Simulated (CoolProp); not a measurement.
Vapour-liquid equilibrium of n-pentane (1) + toluene (2) at 159 kPa; x and y are mole fractions of (1).

The numbers come from the multi-fluid Helmholtz-energy mixture model, Thol 2019 and Lemmon 2006; pair parameters Bell 2016 in CoolProp.

| x | bubble temperature (K) | y at the bubble point | dew temperature at overall composition x (K) | liquid density (mol/L) |
|---|---|---|---|---|
| 0.05 | 387.6 | 0.313 | 398.6 | 8.367 |
| 0.2 | 362.8 | 0.711 | 392.6 | ___ |
| 0.35 | 349.3 | 0.843 | 385.8 | 8.534 |
| 0.5 | 340.8 | 0.905 | 377.7 | ___ |
| 0.65 | 334.5 | 0.943 | ___ | ___ |
| 0.8 | 329.3 | 0.970 | 354.3 | 8.366 |
| 0.95 | 324.6 | 0.993 | 333.1 | 8.282 |

Q: What belongs in the gaps?

A: 
- 0.2, liquid density (mol/L): 8.512
- 0.5, liquid density (mol/L): 8.502
- 0.65, dew temperature at overall composition x (K): 367.7
- 0.65, liquid density (mol/L): 8.442

No azeotrope shows between x = 0.05 and 0.95.

The pair parameters rest on a limited set of measurements; away from them the model extrapolates.
